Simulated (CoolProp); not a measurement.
Vapour-liquid equilibrium of toluene (1) + n-octane (2) at 430.7 K; x and y are mole fractions of (1).

Computed with CoolProp (multi-fluid Helmholtz-energy mixture model, Lemmon 2006 and Beckmüller 2019; pair parameters Bell 2016).

```json
[
 {"x": "0.05", "bubble pressure, mixture model (MPa)": "0.2358", "bubble pressure, Raoult's law (MPa)": "0.2325", "y, mixture model": "0.079", "y, Raoult's law": "0.070"},
 {"x": "0.125", "bubble pressure, mixture model (MPa)": "0.2475", "bubble pressure, Raoult's law (MPa)": "0.2398", "y, mixture model": "0.186", "y, Raoult's law": "0.170"},
 {"x": "0.2", "bubble pressure, mixture model (MPa)": "0.2584", "bubble pressure, Raoult's law (MPa)": "0.2472", "y, mixture model": "0.281", "y, Raoult's law": "0.264"},
 {"x": "0.275", "bubble pressure, mixture model (MPa)": "0.2684", "bubble pressure, Raoult's law (MPa)": "0.2546", "y, mixture model": "0.366", "y, Raoult's law": "0.352"},
 {"x": "0.35", "bubble pressure, mixture model (MPa)": "0.2777", "bubble pressure, Raoult's law (MPa)": "0.2619", "y, mixture model": "0.444", "y, Raoult's law": "0.435"},
 {"x": "0.425", "bubble pressure, mixture model (MPa)": "0.2861", "bubble pressure, Raoult's law (MPa)": "0.2693", "y, mixture model": "0.516", "y, Raoult's law": "0.514"},
 {"x": "0.5", "bubble pressure, mixture model (MPa)": "0.2938", "bubble pressure, Raoult's law (MPa)": "0.2766", "y, mixture model": "0.582", "y, Raoult's law": "0.589"},
 {"x": "0.575", "bubble pressure, mixture model (MPa)": "0.3007", "bubble pressure, Raoult's law (MPa)": "0.2840", "y, mixture model": "0.646", "y, Raoult's law": "0.659"},
 {"x": "0.65", "bubble pressure, mixture model (MPa)": "0.3069", "bubble pressure, Raoult's law (MPa)": "0.2914", "y, mixture model": "0.707", "y, Raoult's law": "0.727"},
 {"x": "0.725", "bubble pressure, mixture model (MPa)": "0.3123", "bubble pressure, Raoult's law (MPa)": "0.2987", "y, mixture model": "0.768", "y, Raoult's law": "0.790"},
 {"x": "0.8", "bubble pressure, mixture model (MPa)": "0.3170", "bubble pressure, Raoult's law (MPa)": "0.3061", "y, mixture model": "0.828", "y, Raoult's law": "0.851"},
 {"x": "0.875", "bubble pressure, mixture model (MPa)": "0.3210", "bubble pressure, Raoult's law (MPa)": "0.3134", "y, mixture model": "0.890", "y, Raoult's law": "0.909"},
 {"x": "0.95", "bubble pressure, mixture model (MPa)": "0.3241", "bubble pressure, Raoult's law (MPa)": "0.3208", "y, mixture model": "0.955", "y, Raoult's law": "0.965"}
]
```

The largest gap from Raoult's law is +6.2 % in bubble pressure, at x = 0.425. No azeotrope shows between x = 0.05 and 0.95.

The pair parameters rest on a limited set of measurements; away from them the model extrapolates.
